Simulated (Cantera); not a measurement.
Transport properties of process gases

Gas mixture: 22.5 % CH4, 36.1 % H2O, 8.03 % CO2, 33.4 % C3H8, at 0.0930 bar, frozen composition.

Cantera's kinetic-theory transport with the Lennard-Jones parameters of GRI-Mech 3.0, ideal gas; thermal conductivity in the multicomponent form. Polar gases are described roughly by these parameters. The composition is frozen, though it would react at the higher temperatures.

| T (K) | ρ (kg/m³) | cp (J/kg/K) | μ (µPa s) | λ (mW/m/K) | Pr | D (cm²/s) OH | D (cm²/s) NO | D (cm²/s) H |
|---|---|---|---|---|---|---|---|---|
| 400 | 0.0793 | 1982 | 13.2 | 36.3 | 0.723 | 4.70 | 3.03 | 17.5 |
| 600 | 0.0529 | 2529 | 19.0 | 64.8 | 0.743 | 9.61 | 6.23 | 36.6 |
| 800 | 0.0396 | 2969 | 24.3 | 95.4 | 0.755 | 15.7 | 10.3 | 60.5 |
| 1000 | 0.0317 | 3318 | 29.0 | 126 | 0.762 | 23.0 | 15.0 | 88.9 |
| 1200 | 0.0264 | 3578 | 33.4 | 156 | 0.765 | 31.2 | 20.5 | 121 |
| 1400 | 0.0227 | 3795 | 37.5 | 185 | 0.767 | 40.4 | 26.5 | 157 |
| 1600 | 0.0198 | 3975 | 41.3 | 214 | 0.769 | 50.5 | 33.1 | 197 |
| 1800 | 0.0176 | 4123 | 45.0 | 241 | 0.770 | 61.5 | 40.3 | 240 |
| 2000 | 0.0159 | 4243 | 48.5 | 267 | 0.771 | 73.3 | 48.1 | 286 |
D: mixture-averaged diffusion coefficient of that species in the mixture.
